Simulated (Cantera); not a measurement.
**CH₃OH + H₂O + H₂ + NH₃ (carbon deposition, reforming and gasification)**

Input: 1 mol CH₃OH, 0.43 mol H₂O, 0.36 mol H₂, 0.055 mol NH₃, equilibrated at 1777 °C and 40.0 mbar.

Equilibrium computed with Cantera from the NASA thermochemical tables; the gas is ideal and each condensed phase is pure. Candidate condensed phases: C, C₆H₆, C₇H₈, C₈H₁₈, H₂O; 136 gas species. Equilibrium is a limit: real reactors are often held back by kinetics, nucleation or transport.

* **x(H₂)**: 0.627
* **x(CO)**: 0.247
* **x(H₂O)**: 0.101
* **x(H)**: 0.00898
* **x(CO₂)**: 0.00836
* **x(N₂)**: 0.00702
* **x(OH)**: 0.000158
* **x(O)**: 1.64e-6
* **gas amount**: 3.918 mol
* **log10 activity of C(graphite) (absent)**: -5.23
